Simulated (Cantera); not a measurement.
Cantera run:

```python
import numpy as np
import cantera as ct

gas_names = """
    Cr CrN N N2
""".split()
cond_names = """
    Cr(cr) Cr(L) CrN(s) Cr2N(s)
""".split()


# ... load() reads the species with a 1 bar reference pressure and builds the phases ...
atoms = {
    'Cr': {'Cr': 1},
    'N2': {'N': 2},
}
top_T = {'CrN(s)': 1900, 'Cr2N(s)': 1900}  # K; cautious upper limits of use, not melting points


# ... equilibrate(T, P, feed) seeds the gas with the atoms and calls Mixture.equilibrate('TP', solver="vcs", rtol=1e-11, max_steps=5000) ...
results = []
feed = {'Cr': 1, 'N2': 38}  # mol
P = 2.8  # Pa
for T in [948, 1098, 1248, 1398, 1548, 1698, 1848, 1998]:
    mix = equilibrate(T, P, feed)
    results.append((T, P, feed, dict(zip(mix.species_names, mix.species_moles))))

top = {s: max(r[3][s] / sum(r[3][g] for g in gas_names) for r in results) for s in gas_names}
cols = sorted((s for s in top if top[s] > 0.0001), key=lambda s: -top[s])[:5]
seen = [c for c in cond_names if any(r[3].get(c, 0) > 1e-12 for r in results)]
print("log10 of partial pressures in bar; condensed amounts in mol")
print(f"{'T/K':>10s}" + "".join(f"{s[:9]:>10s}" for s in cols + seen))
for T, P, feed, n in results:
    ng = sum(n[g] for g in gas_names)
    print(f"{T:10.4g}" + "".join(f"{np.log10(max(n[s] / ng * P / 1e5, 1e-99)):10.3f}" for s in cols)
          + "".join(f"{n.get(c, 0):10.4g}" for c in seen))
```

Result:

```
log10 of partial pressures in bar; condensed amounts in mol
       T/K        N2        Cr    Cr(cr)   Cr2N(s)
       948    -4.553   -14.535         0       0.5
      1098    -4.553   -11.205         1         0
      1248    -4.553    -8.973    0.9986         0
      1398    -4.554    -7.230      0.92         0
      1548    -4.564    -6.144         0         0
      1698    -4.564    -6.144         0         0
      1848    -4.564    -6.144         0         0
      1998    -4.564    -6.144         0         0
```

Cantera equilibrium calculation (NASA polynomials, part measured and part estimated; ideal gas, pure solids and liquids).
